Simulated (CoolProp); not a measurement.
Vapour-liquid equilibrium of carbon dioxide (1) + n-butane (2) at 0.616 MPa; x and y are mole fractions of (1).

Values from CoolProp's multi-fluid Helmholtz-energy mixture model, Span 1996 and Bücker 2006; pair parameters Kunz 2012.

```tsv
x	bubble temperature, mixture model (K)	bubble temperature, Raoult's law (K)	y, mixture model	y, Raoult's law
0.05	297.6	302.3	0.595	0.574
0.125	261.5	278.8	0.891	0.819
0.2	244.6	264.9	0.951	0.903
0.275	236.2	255.4	0.969	0.941
0.35	231.7	248.3	0.977	0.962
0.425	229.1	242.8	0.981	0.974
0.5	227.6	238.3	0.983	0.982
0.575	226.6	234.6	0.984	0.987
0.65	225.8	231.3	0.986	0.991
0.725	225.0	228.5	0.987	0.994
0.8	224.2	226.1	0.989	0.996
0.875	223.1	223.9	0.991	0.998
0.95	221.8	221.9	0.996	0.999
```

The largest gap from Raoult's law is -20.3 K in bubble temperature, at x = 0.2. No azeotrope shows between x = 0.05 and 0.95.

The pair parameters rest on a limited set of measurements; away from them the model extrapolates. With so large a gap from Raoult's law the liquid may split in two, which this calculation doesn't test in full.
